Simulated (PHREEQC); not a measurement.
Dissolve 0.1 mmol/kgw NaF and 0.058 mmol/kgw NaCl at 20 °C. It is in equilibrium with CO2 at log p = -1 (atm). Otherwise closed; pH follows from the charge balance.

The numbers come from PHREEQC with the ion-association model, wateq4f.dat.

This is a speciation only: nothing precipitates in the calculation.

Estimate the pH, ionic strength.

pH 4.42; ionic strength 0.000197 mol/kgw.

In which forms is C present?

CO2 99 %, HCO3- 1.1 % of the C.

Complexes and solids missing from the database can't appear.
